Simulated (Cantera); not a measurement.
A closed system holds: 1 mol CH3OH, 2.4 mol H2, equilibrated at 925 °C and 1.90 bar.

Cantera equilibrium calculation (NASA polynomials, part measured and part estimated; ideal gas, pure solids and liquids). Candidate condensed phases: C, C6H6, C7H8, C8H18, H2O; 110 gas species. The numbers say what is thermodynamically allowed, not how fast it happens.

Base state: H2 0.799, CO 0.175, CH4 0.0126, H2O 0.0109, CO2 0.00175 (mole fractions); condensed: gas only.

Question: What changes in the equilibrium state with this change: temperature from 925 °C to 602 °C?

Answer: 
```tsv
species	before	after
H2	0.799	0.563
CH4	0.0126	0.203
H2O	0.0109	0.177
CO2	0.00175	0.0260
CO	0.175	0.0314
```

Question: What changes in the equilibrium state with this change: H2 from 2.4 to 9.6 mol?

Answer: 
```
species   before     after
-------  -------  --------
H2         0.799     0.910
CO         0.175    0.0710
CH4       0.0126   0.00933
H2O       0.0109   0.00883
CO2      0.00175  0.000504
```
